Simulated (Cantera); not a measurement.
Input (Python, Cantera) and output of one run.

```python
import numpy as np
import cantera as ct

gas_names = """
    B BH BH2 BH3 BN B2 H H2 N NH NH2 NH3 N2 N2H2 N2H4
""".split()
cond_names = """
    B(b) B(L) BN(s)
""".split()


# ... load() reads the species with a 1 bar reference pressure and builds the phases ...
atoms = {
    'B2H6': {'B': 2, 'H': 6},
    'NH3': {'N': 1, 'H': 3},
    'H2': {'H': 2},
}
top_T = {'BN(s)': 3200}  # K; cautious upper limits of use, not melting points


# ... equilibrate(T, P, feed) seeds the gas with the atoms and calls Mixture.equilibrate('TP', solver="vcs", rtol=1e-11, max_steps=5000) ...
results = []
feed = {'B2H6': 1, 'NH3': 0.36, 'H2': 0.54}  # mol
for P in [10, 46, 220, 1000, 4600, 22000, 100000]:
    for T in [1575, 1675, 1775, 1875, 1975, 2075, 2175, 2275, 2375]:
        mix = equilibrate(T, P, feed)
        results.append((T, P, feed, dict(zip(mix.species_names, mix.species_moles))))

for T, P, feed, n in results:
    print(f"{T:7g} {P:10.4g}  " + (" + ".join(c for c in cond_names if n.get(c, 0) > 1e-12) or "gas only"))
```

It prints:

```
   1575         10  B(b) + BN(s)
   1675         10  B(b) + BN(s)
   1775         10  B(b) + BN(s)
   1875         10  B(b)
   1975         10  B(b)
   2075         10  B(b)
   2175         10  B(b)
   2275         10  B(b)
   2375         10  gas only
   1575         46  B(b) + BN(s)
   1675         46  B(b) + BN(s)
   1775         46  B(b) + BN(s)
   1875         46  B(b) + BN(s)
   1975         46  B(b)
   2075         46  B(b)
   2175         46  B(b)
   2275         46  B(b)
   2375         46  B(L)
   1575        220  B(b) + BN(s)
   1675        220  B(b) + BN(s)
   1775        220  B(b) + BN(s)
   1875        220  B(b) + BN(s)
   1975        220  B(b) + BN(s)
   2075        220  B(b)
   2175        220  B(b)
   2275        220  B(b)
   2375        220  B(L)
   1575       1000  B(b) + BN(s)
   1675       1000  B(b) + BN(s)
   1775       1000  B(b) + BN(s)
   1875       1000  B(b) + BN(s)
   1975       1000  B(b) + BN(s)
   2075       1000  B(b) + BN(s)
   2175       1000  B(b)
   2275       1000  B(b)
   2375       1000  B(L)
   1575       4600  B(b) + BN(s)
   1675       4600  B(b) + BN(s)
   1775       4600  B(b) + BN(s)
   1875       4600  B(b) + BN(s)
   1975       4600  B(b) + BN(s)
   2075       4600  B(b) + BN(s)
   2175       4600  B(b) + BN(s)
   2275       4600  B(b)
   2375       4600  B(L)
   1575    2.2e+04  B(b) + BN(s)
   1675    2.2e+04  B(b) + BN(s)
   1775    2.2e+04  B(b) + BN(s)
   1875    2.2e+04  B(b) + BN(s)
   1975    2.2e+04  B(b) + BN(s)
   2075    2.2e+04  B(b) + BN(s)
   2175    2.2e+04  B(b) + BN(s)
   2275    2.2e+04  B(b) + BN(s)
   2375    2.2e+04  B(L)
   1575      1e+05  B(b) + BN(s)
   1675      1e+05  B(b) + BN(s)
   1775      1e+05  B(b) + BN(s)
   1875      1e+05  B(b) + BN(s)
   1975      1e+05  B(b) + BN(s)
   2075      1e+05  B(b) + BN(s)
   2175      1e+05  B(b) + BN(s)
   2275      1e+05  B(b) + BN(s)
   2375      1e+05  B(L) + BN(s)
```

Method: chemical equilibrium by Gibbs-energy minimisation in Cantera with the NASA 1993 tables (ideal gas, pure condensed phases). The feed counts by its element totals alone. Mutual solubility and eutectic melting of coexisting phases are not modelled.
